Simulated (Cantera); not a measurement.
An adiabatic, constant-volume homogeneous reactor starts with CH4 : CO : O2 : N2 = 1 : 0.47 : 1.31 : 14.5 (molar parts), at 1625 K and 180 Torr. Integrator tolerance rtol = 1e-08.

Computed with Cantera and GRI-Mech 3.0 (53 species, 325 reactions).

Question: What does this change do: 0.49 parts H2O added?

Answer: 
```json
[
 {"quantity": "time of steepest temperature rise", "before": "3.01 ms", "after": "3.04 ms"},
 {"quantity": "temperature at 0.200 s", "before": "2415 K", "after": "2388 K"},
 {"quantity": "equilibrium temperature", "before": "2415 K", "after": "2388 K"},
 {"quantity": "x(CH4) at 0.200 s", "before": "<1e-12 (gas-phase equilibrium <1e-12)", "after": "<1e-12 (gas-phase equilibrium <1e-12)"},
 {"quantity": "x(CO) at 0.200 s", "before": "0.0628 (gas-phase equilibrium 0.0628)", "after": "0.0579 (gas-phase equilibrium 0.0579)"},
 {"quantity": "x(O2) at 0.200 s", "before": "0.000128 (gas-phase equilibrium 0.000128)", "after": "0.000147 (gas-phase equilibrium 0.000147)"},
 {"quantity": "x(HCO) at 0.200 s", "before": "2.10e-8 (gas-phase equilibrium 2.10e-8)", "after": "1.82e-8 (gas-phase equilibrium 1.82e-8)"},
 {"quantity": "x(H2O) at 0.200 s", "before": "0.0684 (gas-phase equilibrium 0.0684)", "after": "0.0895 (gas-phase equilibrium 0.0895)"}
]
```

Question: What does this change do: initial temperature 1625 to 1698 K?

Answer: 
| quantity | before | after |
|---|---|---|
| time of steepest temperature rise | 3.01 ms | 1.71 ms |
| temperature at 0.200 s | 2415 K | 2464 K |
| equilibrium temperature | 2415 K | 2464 K |
| x(CH4) at 0.200 s | <1e-12 (gas-phase equilibrium <1e-12) | <1e-12 (gas-phase equilibrium <1e-12) |
| x(CO) at 0.200 s | 0.0628 (gas-phase equilibrium 0.0628) | 0.0631 (gas-phase equilibrium 0.0631) |
| x(O2) at 0.200 s | 0.000128 (gas-phase equilibrium 0.000128) | 0.000214 (gas-phase equilibrium 0.000214) |
| x(HCO) at 0.200 s | 2.10e-8 (gas-phase equilibrium 2.10e-8) | 2.41e-8 (gas-phase equilibrium 2.41e-8) |
| x(H2O) at 0.200 s | 0.0684 (gas-phase equilibrium 0.0684) | 0.0675 (gas-phase equilibrium 0.0675) |
